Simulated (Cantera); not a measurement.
Cantera run:

```python
import numpy as np
import cantera as ct

gas_names = """
    H HO2 H2 H2O H2O2 O OH O2 O3 Si SiH SiH2 SiH3 SiH4 SiO SiO2 Si2 Si3
""".split()
cond_names = """
    H2O(s) H2O(L) Si(cr) Si(L) SiO2(Lqz) SiO2(hqz) SiO2(L)
""".split()


def load(file, names, dense=False):
    # The tables refer to 1 bar. Condensed volumes are neglected.
    table = {s.name: s for s in ct.Species.list_from_file(file)}
    out = []
    for n in names:
        d = dict(table[n].input_data)
        d["thermo"] = dict(d["thermo"], **{"reference-pressure": 1e5})
        if dense:
            d["equation-of-state"] = {"model": "constant-volume", "density": "1e6 g/cm^3"}
        out.append(ct.Species.from_dict(d))
    return out


gas = ct.Solution(thermo="ideal-gas", species=load("nasa_gas.yaml", gas_names))
cond = {s.name: ct.Solution(thermo="fixed-stoichiometry", species=[s], name=s.name)
        for s in load("nasa_condensed.yaml", cond_names, dense=True)}
atoms = {
    'Si2H6': {'Si': 2, 'H': 6},
    'H2O': {'H': 2, 'O': 1},
}
top_T = {}  # K; cautious upper limits of use, not melting points


def equilibrate(T, P, feed):
    n = {}
    for name, mol in feed.items():
        for a, k in atoms[name].items():
            n[a] = n.get(a, 0.0) + k * mol
    gas.TPX = T, P, n
    mass = sum(n.values()) * gas.mean_molecular_weight
    gas.equilibrate("TP")
    valid = [c for c in cond.values() if c.min_temp <= T <= top_T.get(c.name, c.max_temp)]
    mix = ct.Mixture([(gas, mass / gas.mean_molecular_weight)] + [(c, 0.0) for c in valid])
    mix.T, mix.P = T, P
    mix.equilibrate("TP", solver="vcs", rtol=1e-11, max_steps=5000)
    return mix


results = []
feed = {'Si2H6': 1, 'H2O': 5}  # mol
T = 1700  # K
P = 10000  # Pa
mix = equilibrate(T, P, feed)
results.append((T, P, feed, dict(zip(mix.species_names, mix.species_moles))))
x = sorted(zip(gas.X, gas.species_names), reverse=True)
print(f"T = {T:g} K  P = {P:g} Pa  gas = {mix.phase_moles(0):.4g} mol")
print("   x: " + "  ".join(f"{s} {v:.3e}" for v, s in x if v > 0.001))
print("   condensed (mol): " + ("  ".join(f"{mix.phase(i).name} {mix.phase_moles(i):.4g}"
      for i in range(1, mix.n_phases) if mix.phase_moles(i) > 1e-12) or "none"))
```

Output:

```
T = 1700 K  P = 10000 Pa  gas = 8.002 mol
   x: H2 8.746e-01  H2O 1.250e-01
   condensed (mol): SiO2(L) 2
```

Cantera equilibrium calculation (NASA polynomials, part measured and part estimated; ideal gas, pure solids and liquids). The feed counts by its element totals alone. The tables hold silica as quartz up to 1696 K and as liquid above; real silica turns to tridymite and cristobalite and melts near 1996 K. Gases not in the tables: Si(OH)4.
